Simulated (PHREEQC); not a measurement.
Solution (25 °C): 0.0052 mol/kgw HF, 0.0023 mol/kgw KF, 0.01 mol/kgw H2SiF6 and 9.1e-05 mol/kgw H3PO4. Closed to the air; pH follows from the charge balance.

Computed with PHREEQC (ion-association model, phreeqc.dat).

No solid was allowed to form.

### Question
Estimate the pH.

### Answer
pH 1.80.

### Question
In which forms is F present?

### Answer
SiF6-2 88 %, HF 11 %, F- 0.6 % of the F.

SiF6-2 is the database's only silicon fluoride.
